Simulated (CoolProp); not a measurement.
CHF3 (R23) along the isotherm 475 K: fugacity coefficient from the reference equation and from simpler models built on Tc = 299.3 K, pc = 48.32 bar, ω = 0.263; each cubic takes its own stable root.

The numbers come from the reference Helmholtz-energy equation of state, Penoncello 2003 in CoolProp.

```tsv
p (bar)	phase	reference
24.2	gas	0.9702
48.3	gas	0.9423
72.5	supercritical	0.9163
96.6	supercritical	0.8923
121	supercritical	0.8703
145	supercritical	0.8508
169	supercritical	0.8336
193	supercritical	0.8188
217	supercritical	0.8061
242	supercritical	0.7952
```

**Question.** How far does each simpler model (van der Waals, Redlich-Kwong, Soave-Redlich-Kwong) lie from the reference over these 10 states: mean and median of the absolute difference, and the worst?

**Answer.** 
- van der Waals: mean 7.5 %, median 8.3 %, worst -11.5 % at 475 K and 242 bar
- Redlich-Kwong: mean 3.9 %, median 4.3 %, worst -5.7 % at 475 K and 242 bar
- Soave-Redlich-Kwong: mean 5.5 %, median 5.4 %, worst +10.7 % at 475 K and 242 bar
